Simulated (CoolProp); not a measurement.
Vapour-liquid equilibrium of n-hexane (1) + n-decane (2) at 0.0609 MPa; x and y are mole fractions of (1).

Model: multi-fluid Helmholtz-energy mixture model, Thol 2019 and Lemmon 2006; pair parameters Kunz 2012, in CoolProp.

**Question.** Give the bubble temperature and the first vapour's composition at x = 0.35, 0.8, 0.95. Is there an azeotrope?

**Answer.** x = 0.35: 360.4 K, y = 0.937; x = 0.8: 333.2 K, y = 0.995; x = 0.95: 328.0 K, y = 0.999. No azeotrope shows between x = 0.05 and 0.95.

The pair parameters rest on a limited set of measurements; away from them the model extrapolates.
